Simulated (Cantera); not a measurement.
# Thermodynamics of carbothermic reduction, feed Fe₂O₃ + CO + N₂

Charge: 1 mol Fe₂O₃, a varied amount of CO, 7.9 mol N₂, at 16.0 Pa.

These are equilibrium values from Cantera (NASA tables, ideal gas, pure condensed phases), not measurements of a reactor. Candidate condensed phases: C, Fe, Fe(CO)₅, FeO, Fe₂O₃, Fe₃O₄; 27 gas species. Mutual solubility and eutectic melting of coexisting phases are not modelled. The tables' stoichiometric FeO is somewhat more stable than real wüstite, so its field is too wide. FeO: taken at fixed stoichiometry. Kinetics and transport are ignored.

Stable condensed phases:

```
T in K \ n(CO) in mol
         1.2 3.3 5.4 7.5 9.7  12  14
   1850    A   A   A   A   A   B   B
   1775    A   A   A   A   A   A   A
   1700    A   A   A   A   A   A   A
   1625    A   A   A   A   C   C   C
   1550    A   A   A   A   C   C   C
   1475    A   A   A   C   C   C   C
   1400    A   A   A   C   C   C   C
   1325    A   A   A   C   C   C   C
   1250    A   A   A   C   C   C   C
   1175    A   A   A   C   C   C   C
   1100    A   A   A   C   C   C   C
   1025    A   A   C   C   C   C   C
    950    A   A   C   C   C   C   D
```

A: FeO; B: gas only; C: Fe + FeO; D: Fe.
